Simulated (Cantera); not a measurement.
**Silicon oxide and oxynitride deposition: SiH2Cl2 + O3 + N2**

Input: 1 mol SiH2Cl2, 3.5 mol O3, 26 mol N2, equilibrated at 94000 Pa.

Cantera equilibrium calculation (NASA polynomials, part measured and part estimated; ideal gas, pure solids and liquids). Candidate condensed phases: H2O, NH4Cl, Si, SiO2, Si2N2O, Si3N4; 47 gas species. The tables hold silica as quartz up to 1696 K and as liquid above; real silica turns to tridymite and cristobalite and melts near 1996 K. The numbers say what is thermodynamically allowed, not how fast it happens.

From 927 °C to 1377 °C the condensed part is SiO2(β-quartz). At 1427 °C the condensed part is SiO2(condensed).

```
T (°C)  log p N2  log p O2  log p HCl  log p Cl  log p H2O  log p Cl2  n SiO2(β-quartz)  n SiO2(condensed)
------  --------  --------  ---------  --------  ---------  ---------  ----------------  -----------------
927        -0.12     -0.92      -1.37     -3.38      -2.09      -2.10              1.00                  0
977        -0.12     -0.92      -1.36     -3.18      -2.13      -2.15              1.00                  0
1027       -0.12     -0.92      -1.35     -3.00      -2.16      -2.19              1.00                  0
1077       -0.12     -0.92      -1.34     -2.84      -2.18      -2.24              1.00                  0
1127       -0.12     -0.92      -1.34     -2.69      -2.21      -2.28              1.00                  0
1177       -0.12     -0.92      -1.33     -2.55      -2.22      -2.34              1.00                  0
1227       -0.12     -0.92      -1.33     -2.43      -2.23      -2.40              1.00                  0
1277       -0.12     -0.92      -1.33     -2.32      -2.23      -2.46              1.00                  0
1327       -0.12     -0.92      -1.33     -2.23      -2.23      -2.53              1.00                  0
1377       -0.12     -0.92      -1.34     -2.14      -2.22      -2.61              1.00                  0
1427       -0.12     -0.92      -1.34     -2.06      -2.20      -2.70                 0               1.00
```
log p: log10 of the partial pressure in bar; n: condensed amount in mol.
